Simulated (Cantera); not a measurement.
Input (Python, Cantera):

```python
import numpy as np
import cantera as ct

gas = ct.Solution("gri30.yaml")
gas.TPX = 1025, 360000, {'CO': 1, 'H2': 1.3, 'CH4': 0.61, 'O2': 3.59, 'N2': 11.5}
reactor = ct.IdealGasConstPressureReactor(gas, energy="on", clone=False)
net = ct.ReactorNet([reactor])
net.rtol, net.atol = 1e-08, 1e-16
show = ['CO', 'H2', 'CH4', 'CO2', 'OH']
times = np.geomspace(4e-06, 0.5, 11)

steps = ct.SolutionArray(gas, extra=["t"])
rows = []
print(f"{'t/s':>10s}{'T/K':>9s}{'P/Pa':>11s}" + "".join(f"{s:>11s}" for s in show))
for t in times:
    while net.time < t:
        t_next = net.step()
        steps.append(gas.state, t=t_next)
    rows.append([np.interp(t, steps.t, y) for y in (steps.T, steps.P, *steps(*show).X.T)])
    print(f"{t:10.3e}{rows[-1][0]:9.1f}{rows[-1][1]:11.4g}" + "".join(f"{x:11.3e}" for x in rows[-1][2:]))
rate = np.gradient(steps.T, steps.t)
print("integrator steps:", len(steps.t))
if steps.T.max() > steps.T[0] + 200:
    print(f"time of steepest temperature rise: {steps.t[rate.argmax()]:.4e} s")
gas.TPX = 1025, 360000, {'CO': 1, 'H2': 1.3, 'CH4': 0.61, 'O2': 3.59, 'N2': 11.5}
gas.equilibrate("HP")
print(f"equilibrium (HP): T = {gas.T:.1f} K  " + "  ".join(f"{s} {gas[s].X[0]:.3e}" for s in show))
```

Result:

```
       t/s      T/K       P/Pa         CO         H2        CH4        CO2         OH
 4.000e-06   1025.0    3.6e+05  5.556e-02  7.222e-02  3.389e-02  3.456e-10  2.568e-11
 1.293e-05   1025.0    3.6e+05  5.556e-02  7.222e-02  3.389e-02  1.236e-09  3.391e-11
 4.183e-05   1025.0    3.6e+05  5.556e-02  7.222e-02  3.389e-02  5.030e-09  5.589e-11
 1.352e-04   1025.0    3.6e+05  5.556e-02  7.222e-02  3.389e-02  3.031e-08  1.319e-10
 4.373e-04   1025.0    3.6e+05  5.556e-02  7.222e-02  3.389e-02  3.758e-07  6.792e-10
 1.414e-03   1026.0    3.6e+05  5.553e-02  7.213e-02  3.387e-02  3.378e-05  8.450e-08
 4.573e-03   2522.7    3.6e+05  7.228e-03  1.862e-03  9.898e-18  8.749e-02  1.023e-02
 1.479e-02   2511.3    3.6e+05  7.009e-03  1.814e-03  9.248e-18  8.774e-02  9.751e-03
 4.782e-02   2509.4    3.6e+05  6.975e-03  1.807e-03  9.146e-18  8.778e-02  9.677e-03
 1.546e-01   2509.4    3.6e+05  6.975e-03  1.807e-03  9.146e-18  8.778e-02  9.677e-03
 5.000e-01   2509.4    3.6e+05  6.975e-03  1.807e-03  9.146e-18  8.778e-02  9.677e-03
integrator steps: 2029
time of steepest temperature rise: 2.6686e-03 s
equilibrium (HP): T = 2509.4 K  CO 6.975e-03  H2 1.807e-03  CH4 1.303e-17  CO2 8.778e-02  OH 9.677e-03
```

Cantera simulation using GRI-Mech 3.0 (53 species, 325 reactions); the numbers are that mechanism's predictions, not measurements.
